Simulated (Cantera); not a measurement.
Input: 1 mol Si, 0.073 mol O₂, 42 mol H₂, at 0.100 bar.

These are equilibrium values from Cantera (NASA tables, ideal gas, pure condensed phases), not measurements of a reactor. Candidate condensed phases: H₂O, Si, SiO₂; 18 gas species. Kinetics and transport are ignored. All values below are at 1350 °C.

Base state: H₂ 0.996, SiO 0.00346, H 0.000218 (mole fractions); condensed: Si(s).

Problem. What changes in the equilibrium state with this change: pressure from 0.100 bar to 3.30 mbar?

Solution. 
```json
[
 {"species": "H₂", "before": "0.996", "after": "0.995"},
 {"species": "SiO", "before": "0.00346", "after": "0.00346"},
 {"species": "H", "before": "0.000218", "after": "0.00120"},
 {"species": "Si", "before": "1.56e-6", "after": "4.74e-5"},
 {"species": "Si(s), mol", "before": "0.854", "after": "0.851"}
]
```
